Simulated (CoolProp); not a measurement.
Properties of CHF3 (R23) along the isotherm 201.85 °C (Tc = 26.1 °C, pc = 4832 kPa, ω = 0.263).

The numbers come from the reference Helmholtz-energy equation of state, Penoncello 2003 in CoolProp.

```
p (kPa)          phase  density (kg/m³)  cv (kJ/(kg K))  speed of sound (m/s)  viscosity (µPa s)  conductivity (mW/(m K))
-------  -------------  ---------------  --------------  --------------------  -----------------  -----------------------
38.2               gas           0.6775          0.8434                 253.6               22.6                     23.0
86.9               gas            1.542          0.8436                 253.5               22.6                     23.1
198                gas            3.519          0.8441                 253.3               22.6                        …
450                gas            8.023          0.8451                 252.9               22.6                     23.5
1020               gas            18.32          0.8474                 251.9               22.6                     24.0
2330               gas            42.53               …                 249.9               22.8                     25.4
5310     supercritical            100.4          0.8642                 246.5               23.6                     28.5
12100    supercritical                …          0.8873                 247.6               27.4                     36.5
```

Some entries are withheld; supply them.


- 198, conductivity (mW/(m K)): 23.2
- 2330, cv (kJ/(kg K)): 0.8526
- 12100, density (kg/m³): 243.5

Viscosity comes from a separate model (Shan 2000). Thermal conductivity comes from a separate model (Shan 2000).
